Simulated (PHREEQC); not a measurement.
PHREEQC input (ion-association model, wateq4f.dat):

```
SOLUTION_MASTER_SPECIES
  An  An-  0  An  62.0  # stands for a non-complexing anion
SOLUTION_SPECIES
  An- = An-
    -log_k 0
    -gamma 3.0 0
PHASES
  Fix_H+
    H+ = H+
    -log_k 0
SOLUTION 1
  temp 25
  units mmol/kgw
  pH 7 charge
  F 0.0024
  Na 5.0024
  An 5
END
SELECTED_OUTPUT 1
  -reset false
  -pH true
  -pe true
  -ionic_strength true
  -water true
  -totals F Na
  -molalities Hfo_wOH Hfo_wOH2+ Hfo_wO- Hfo_sOH Hfo_sOH2+ Hfo_sO- Hfo_wF Hfo_wOHF-
USER_PUNCH 1
  -headings sigma psi
  10 PUNCH EDL("sigma", "Hfo"), EDL("psi", "Hfo")
PRINT
  -reset false
USE solution 1
SURFACE 1
  Hfo_wOH 0.00224719 600 1
  Hfo_sOH 5.61798e-05
EQUILIBRIUM_PHASES 1
  Fix_H+ -3 HAn 10
    -force_equality true
  O2(g) -0.68 10
END
# ... the last block is repeated for the other 12 points of pH, with NaOH or the acid as the point needs
```

Selected output (columns that matter, 13 of 13 rows; pH added in front):

```
pH	mu	F	Na	m_Hfo_wOH	m_Hfo_wOH2+	m_Hfo_wO-	m_Hfo_sOH	m_Hfo_sOH2+	m_Hfo_sO-	m_Hfo_wF	m_Hfo_wOHF-	sigma	psi
3	0.007041	2.5038e-08	0.0050024	0.00037456	0.0018685	1.72e-06	9.3739e-06	4.6763e-05	4.3046e-08	1.8124e-06	5.6256e-07	0.30765	0.21249
3.67	0.0059386	1.9172e-08	0.0050024	0.0008426	0.0013905	1.1697e-05	2.1087e-05	3.48e-05	2.9273e-07	1.2283e-06	1.1525e-06	0.22711	0.20128
4.33	0.0055214	3.0725e-08	0.0050024	0.0012533	0.00095382	3.7724e-05	3.1365e-05	2.3871e-05	9.4411e-07	7.8074e-07	1.5885e-06	0.15076	0.18212
5	0.0052982	7.1778e-08	0.0050024	0.0015214	0.00064069	8.2765e-05	3.8075e-05	1.6034e-05	2.0713e-06	4.9778e-07	1.8304e-06	0.091678	0.15769
5.67	0.0051653	2.0271e-07	0.0050024	0.0016535	0.00045329	0.00013818	4.1379e-05	1.1343e-05	3.4578e-06	3.3048e-07	1.8668e-06	0.051646	0.12908
6.33	0.0050871	5.8304e-07	0.0050024	0.0017036	0.00035383	0.00018791	4.2625e-05	8.8529e-06	4.7016e-06	2.1487e-07	1.6021e-06	0.027093	0.097169
7	0.0050418	1.347e-06	0.0050024	0.0017198	0.00030194	0.0002244	4.3015e-05	7.5522e-06	5.6126e-06	1.0723e-07	9.4576e-07	0.012631	0.06185
7.67	0.0050154	2.0281e-06	0.0050024	0.0017242	0.00027408	0.0002485	4.3113e-05	6.8531e-06	6.2135e-06	3.4617e-08	3.3724e-07	0.0041623	0.02477
8.33	0.0050109	2.3014e-06	0.0050172	0.0017248	0.00025503	0.00026724	4.3123e-05	6.3761e-06	6.6812e-06	8.5969e-09	9.0036e-08	-0.002026	-0.012414
9	0.0050424	2.3765e-06	0.0050717	0.0017226	0.00023375	0.00029081	4.3065e-05	5.8439e-06	7.2704e-06	1.8951e-09	2.1626e-08	-0.0094097	-0.049843
9.67	0.0051199	2.3943e-06	0.0051869	0.0017126	0.00020199	0.00033263	4.2814e-05	5.0497e-06	8.3159e-06	4.0557e-10	5.3249e-09	-0.021537	-0.085876
10.33	0.0053673	2.3984e-06	0.0055005	0.0016769	0.00015516	0.00041516	4.1922e-05	3.879e-06	1.0379e-05	8.6871e-11	1.4538e-09	-0.04286	-0.11868
11	0.0063477	2.3995e-06	0.0066027	0.001561	9.4327e-05	0.00059182	3.9026e-05	2.3582e-06	1.4795e-05	1.718e-11	4.4025e-10	-0.082008	-0.14737
```

The oxide is taken as insoluble; below pH 4 it would dissolve.
